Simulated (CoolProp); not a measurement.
Aqueous ammonia as a coolant, 5 % by mass, freezing at -6.1 °C, 1 atm.

Model: Melinder's fits for secondary coolants, in CoolProp.

```tsv
T (°C)	Prandtl number	conductivity (W/(m K))	cp (kJ/(kg K))	density (kg/m³)
-3.8	18.4	0.516	4.220	?
2	14.4	0.530	?	?
7.7	11.8	?	4.201	979.5
13.4	9.87	0.550	4.193	978.5
19.2	?	0.560	4.187	?
24.9	7.17	?	4.186	975.5
```

Task: Complete the blanks.

Result: 
- -3.8, density (kg/m³): 980.4
- 2, cp (kJ/(kg K)): 4.210
- 2, density (kg/m³): 980.1
- 7.7, conductivity (W/(m K)): 0.541
- 19.2, Prandtl number: 8.39
- 19.2, density (kg/m³): 977.1
- 24.9, conductivity (W/(m K)): 0.569
